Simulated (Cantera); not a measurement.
An isothermal, constant-pressure homogeneous reactor starts with 28.6 % H₂, 23.8 % O₂, 47.6 % N₂, equivalence ratio 0.60, at 1325 K and 0.987 atm.

Model: the H2/O2 subset of GRI-Mech 3.0, which has no nitrogen chemistry, integrated in Cantera. The temperature is held fixed by assumption; the heat of reaction is taken as removed at once.

One state of this run: x H₂ = 9.03e-6; x O₂ = 0.111; x H₂O = 0.333; x O = 4.31e-6; x HO₂ = 9.99e-7; x H₂O₂ = 2.26e-7; x OH = 0.000150. x: mole fraction; the columns are a selection and need not sum to one.

Which value of t (s) does it belong to?
A) 6.00e-5
B) 0.00115
C) 0.0219
D) 0.157

B, 0.00115
